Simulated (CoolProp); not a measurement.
The numbers come from the reference Helmholtz-energy equation of state, Akasaka 2023 in CoolProp.

Q: For R1224YDZ, give the phase and the cp (kJ/(kg K)), Joule-Thomson coefficient (K/MPa) at 12.45 °C and 1.71 MPa.

A: 
- 12.45 °C and 1.71 MPa: liquid; cp 1.12, Joule-Thomson coefficient -0.298
